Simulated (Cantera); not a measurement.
A freely propagating, adiabatic, planar premixed flame of CH₄ : C₂H₆ : C₃H₈ : O₂ : N₂ = 1 : 0.25 : 0.093 : 2.39 : 8.97 (molar parts), unburnt at 548 K and 500000 Pa; multicomponent+Soret transport, grid criteria slope 0.08 and curve 0.16, no radiation.

Detailed kinetics in Cantera: GRI-Mech 3.0 (53 species, 325 reactions). Burning velocities carry a grid error of a few per cent, more on coarse grids.

x: mole fraction of selected species; z is measured from the peak of heat release.

```tsv
z (mm)	T (K)	u (m/s)	x CH₄	x C₂H₆	x C₃H₈	x NO₂	x CO	x HCN
-0.472	549	0.379	0.0785	0.0196	0.00731	<1e-8	1.81e-5	<1e-8
-0.315	554	0.384	0.0777	0.0196	0.00730	1.65e-8	0.000188	(withheld)
-0.236	574	0.399	0.0759	0.0195	0.00730	8.65e-8	0.000860	(withheld)
-0.157	686	0.482	0.0694	0.0187	0.00721	5.74e-7	0.00521	(withheld)
-0.0787	1138	0.823	0.0486	0.0119	0.00461	1.27e-6	0.0277	(withheld)
-0.0394	1528	1.13	0.0298	0.00445	0.00119	3.23e-7	0.0516	(withheld)
0	1884	1.42	0.0113	0.000380	1.32e-5	2.22e-8	0.0745	(withheld)
0.0394	2066	1.56	0.00314	1.88e-5	1.97e-8	<1e-8	0.0827	(withheld)
0.0787	2131	1.61	0.00112	2.14e-6	<1e-8	<1e-8	0.0832	4.66e-5
0.157	2167	1.63	0.000347	1.39e-7	<1e-8	<1e-8	0.0818	4.65e-5
0.315	2179	1.64	0.000126	<1e-8	<1e-8	<1e-8	0.0810	(withheld)
0.630	2183	1.65	4.72e-5	<1e-8	<1e-8	<1e-8	0.0811	(withheld)
1.26	2184	1.65	1.20e-5	<1e-8	<1e-8	<1e-8	0.0813	(withheld)
```

Question: Complete the blanks.

Answer: 
- -0.315, x HCN: 1.64e-8
- -0.236, x HCN: 9.56e-8
- -0.157, x HCN: 8.12e-7
- -0.0787, x HCN: 5.77e-6
- -0.0394, x HCN: 1.23e-5
- 0, x HCN: 2.36e-5
- 0.0394, x HCN: 3.86e-5
- 0.315, x HCN: 3.85e-5
- 0.630, x HCN: 2.77e-5
- 1.26, x HCN: 1.60e-5
